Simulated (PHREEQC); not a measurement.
Dissolve 0.0011 mol/kgw MgCl2, 3.2e-05 mol/kgw NaHCO3 and 0.00044 mol/kgw NaCl at 20 °C. Closed to the air; pH follows from the charge balance.

Model: ion-association model, phreeqc.dat, run in PHREEQC.

Precipitation was switched off in this run.

Question: What pH does the model give?

Answer: pH 7.89.

Question: In which forms is C present?

Answer: HCO3- 96 %, CO2 2.8 %, MgHCO3+ 0.9 % of the C.
